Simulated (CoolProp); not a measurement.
Vapour-liquid equilibrium of CH2F2 (R32) (1) + propane (2) at 1.51 MPa; x and y are mole fractions of (1).

Model: multi-fluid Helmholtz-energy mixture model, Tillner-Roth 1997 and Lemmon 2009; pair parameters Bell 2016, in CoolProp.

```tsv
x	bubble temperature (K)	y at the bubble point	dew temperature at overall composition x (K)	liquid density (mol/L)
0.05	307.9	0.189	315.0	10.89
0.2	293.1	0.464	307.3	11.85
0.35	288.3	0.561	299.4	12.62
0.5	286.5	0.612	291.2	13.52
0.65	285.9	0.657	286.0	14.71
0.8	286.6	0.726	288.2	16.30
0.95	290.8	0.891	292.5	18.18
```

y crosses x between x = 0.65 and 0.8: the model has an azeotrope there.

Pair parameters are fitted to limited data, so mixtures are less certain than the pure fluids. With so large a gap from Raoult's law the liquid may split in two, which this calculation doesn't test in full.
